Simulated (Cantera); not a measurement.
An isothermal, constant-pressure homogeneous reactor starts with CH₄ : N₂ = 1 : 90 (molar parts), at 1000 K and 825 Torr. Integrator tolerance rtol = 1e-08.

Cantera simulation using GRI-Mech 3.0 (53 species, 325 reactions); the numbers are that mechanism's predictions, not measurements. GRI-Mech 3.0 stops at C3 and has no aromatics, soot or wall deposition, so with more carbon than oxygen in the feed, carbon stays in small species such as C2H2 where larger ones or solid carbon would form.

Problem. What does this change do: temperature 1000 to 1600 K?

Solution. 
| quantity | before | after |
|---|---|---|
| x(CH₄) at 90.0 s | 0.0110 (gas-phase equilibrium 0.00798) | 5.14e-5 (gas-phase equilibrium 1.35e-5) |
| x(H) at 90.0 s | <1e-12 (gas-phase equilibrium 1.42e-10) | 6.65e-6 (gas-phase equilibrium 6.66e-6) |
| x(C₂H₆) at 90.0 s | 3.24e-8 (gas-phase equilibrium 2.64e-6) | 7.99e-10 (gas-phase equilibrium 5.47e-11) |
| x(C₂H) at 90.0 s | <1e-12 (gas-phase equilibrium <1e-12) | 7.43e-9 (gas-phase equilibrium 5.02e-10) |
| x(C₂H₂) at 90.0 s | <1e-12 (gas-phase equilibrium 8.79e-5) | 0.00540 (gas-phase equilibrium 0.000365) |
| x(H₂) at 90.0 s | 3.42e-8 (gas-phase equilibrium 0.00425) | 0.0162 (gas-phase equilibrium 0.0163) |

Problem. What does this change do: temperature 1000 to 1475 K?

Solution. 
| quantity | before | after |
|---|---|---|
| x(CH₄) at 90.0 s | 0.0110 (gas-phase equilibrium 0.00798) | 0.000230 (gas-phase equilibrium 5.28e-5) |
| x(H) at 90.0 s | <1e-12 (gas-phase equilibrium 1.42e-10) | 1.56e-6 (gas-phase equilibrium 1.59e-6) |
| x(C₂H₆) at 90.0 s | 3.24e-8 (gas-phase equilibrium 2.64e-6) | 9.23e-9 (gas-phase equilibrium 5.27e-10) |
| x(C₂H) at 90.0 s | <1e-12 (gas-phase equilibrium <1e-12) | 8.35e-10 (gas-phase equilibrium 6.83e-11) |
| x(C₂H₂) at 90.0 s | <1e-12 (gas-phase equilibrium 8.79e-5) | 0.00529 (gas-phase equilibrium 0.000434) |
| x(H₂) at 90.0 s | 3.42e-8 (gas-phase equilibrium 0.00425) | 0.0159 (gas-phase equilibrium 0.0162) |
